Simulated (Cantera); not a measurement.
Feed: 1 mol Fe(CO)5, a varied amount of H2, equilibrated at 848.15 K and 10.0 mbar.

Cantera equilibrium calculation (NASA polynomials, part measured and part estimated; ideal gas, pure solids and liquids). Candidate condensed phases: C, C6H6, C7H8, C8H18, Fe, Fe(CO)5, FeO, Fe(OH)2, Fe(OH)3, Fe2O3, Fe3O4, H2O; 114 gas species. Condensed phases not in the tables: cementite and carbon dissolved in iron. Kinetics and transport are ignored.

### Question
At 2.2 mol H2, list the 5 most abundant gas species with their mole fractions, and the condensed phases.

### Answer
CO 0.588, H2 0.319, CO2 0.0786, H2O 0.0138, CH4 0.000650. Condensed: C(graphite) + Fe(α).
